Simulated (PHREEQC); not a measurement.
0.19 g of hydrous ferric oxide (600 m²/g; 0.2 weak and 0.005 strong sites per Fe, Dzombak-Morel constants, diffuse double layer) in 1 kg of water with 0.005 mol/kgw of an inert sodium salt and 6.1e-06 mol MgCl2, at 25 °C; the pH is set by adding NaOH or the inert anion's acid. Oxygen alone is held at its pressure in air (log pO2 = -0.68). CO2 from the air is kept out. Nothing may precipitate in this run.

Base run: PHREEQC, ion-association model, wateq4f.dat. Each further column changes one thing. The table gives surface charge σ (C/m²).

```tsv
pH	base	background salt from 0.005 to 0.0005 mol/kgw	oxide from 0.19 to 0.95 g/kgw	4.5e-05 mol/kgw NaF added
4	0.183	0.100	0.187	0.165
4.5	0.132	0.063	0.134	0.118
5	0.091	0.039	0.092	0.081
5.5	0.060	0.024	0.060	0.054
6	0.038	0.014	0.038	0.035
6.5	0.023	0.008	0.023	0.021
7.5	0.006	0.002	0.006	0.006
8	0.001	0.000	0.001	0.001
8.5	-0.003	-0.001	-0.004	-0.003
9	-0.009	-0.003	-0.009	-0.009
9.5	-0.017	-0.006	-0.018	-0.017
10	-0.030	-0.012	-0.031	-0.030
```
